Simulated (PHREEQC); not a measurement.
Solution (85 °C): 7.6 mmol/kgw NaHSO4, 1.1 mmol/kgw NaOH and 15 mmol/kgw NaCl. Closed to the air; pH follows from the charge balance.

Computed with PHREEQC (ion-association model, phreeqc.dat).

| quantity | before | after |
|---|---|---|
| pH | 2.54 | 9.93 |
| ionic strength (mol/kgw) | 0.0308 | 0.0398 |
| SO4-2 (mol/kgw) | 0.00411 | 0.00690 |
| HSO4- (mol/kgw) | 0.00317 | 2.05e-10 |
| NaSO4- (mol/kgw) | 0.000319 | 0.000699 |
| SI of Halite (NaCl) | -5.23 | -5.10 |

Problem. What was changed between the two runs?
(A) temperature from 85 to 25 °C
(B) NaHSO4 from 0.0076 to 0.0038 mol/kgw
(C) NaOH from 0.0011 to 0.011 mol/kgw
(D) temperature from 85 to 75 °C

Solution. C, NaOH from 0.0011 to 0.011 mol/kgw

This is a speciation only: nothing precipitates in the calculation. Away from 25 °C the constants follow the database's enthalpies or fits; those with neither stay at their 25 °C values.
